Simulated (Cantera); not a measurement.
## NO annealing gas

An isothermal, constant-pressure homogeneous reactor starts with 9.71 % NO, 90.3 % N₂, at 2100 K and 750 Torr.

Detailed kinetics in Cantera: GRI-Mech 3.0 (53 species, 325 reactions).

| t (s) | x NO | x N₂ | x N₂O | x O | x NO₂ | x O₂ |
|---|---|---|---|---|---|---|
| 0.000900 | 0.0970 | 0.903 | 4.79e-6 | 2.68e-5 | 5.64e-6 | 3.72e-6 |
| 0.00288 | 0.0969 | 0.903 | 4.85e-6 | 5.97e-5 | 1.27e-5 | 4.82e-5 |
| 0.00919 | 0.0964 | 0.903 | 4.80e-6 | 6.88e-5 | 1.45e-5 | 0.000275 |
| 0.0294 | 0.0949 | 0.904 | 4.65e-6 | 7.86e-5 | 1.64e-5 | 0.00103 |
| 0.0939 | 0.0898 | 0.907 | 4.16e-6 | 0.000105 | 2.10e-5 | 0.00359 |
| 0.300 | 0.0728 | 0.915 | 2.79e-6 | 0.000164 | 2.69e-5 | 0.0120 |
| 0.959 | 0.0336 | 0.935 | 7.97e-7 | 0.000252 | 1.93e-5 | 0.0316 |
| 3.06 | 0.00677 | 0.948 | 3.21e-7 | 0.000297 | 4.60e-6 | 0.0450 |
| 9.79 | 0.00512 | 0.949 | 3.14e-7 | 0.000299 | 3.51e-6 | 0.0458 |
| 31.3 | 0.00512 | 0.949 | 3.14e-7 | 0.000299 | 3.51e-6 | 0.0458 |
| 100 | 0.00512 | 0.949 | 3.14e-7 | 0.000299 | 3.51e-6 | 0.0458 |
x: mole fraction; the columns are a selection and need not sum to one.

Equilibrium at this temperature and pressure: NO 0.00512, N₂ 0.949, N₂O 3.14e-7, O 0.000299, NO₂ 3.51e-6, O₂ 0.0458 (gas phase only).
